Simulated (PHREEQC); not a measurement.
Solution (25 °C): 0.26 mol/kgw KOH and 0.021 mol/kgw H3BO3. Closed to the air; pH follows from the charge balance.

All values are PHREEQC results (ion-association model, phreeqc.dat), not measurements.

The pH is 13.21, the ionic strength is 0.260 mol/kgw and the activity of water is 0.991. The density is 1.011 g/cm³ and the total alkalinity is 260 meq/kg.

| species | molality | activity | log γ |
|---|---|---|---|
| K+ | 0.260 | 0.180 | -0.160 |
| OH- | 0.239 | 0.164 | -0.164 |
| H2BO3- | 0.0210 | 0.0155 | -0.132 |
| H3BO3 | 1.55e-6 | 1.65e-6 | 0.026 |

No solid was allowed to form.
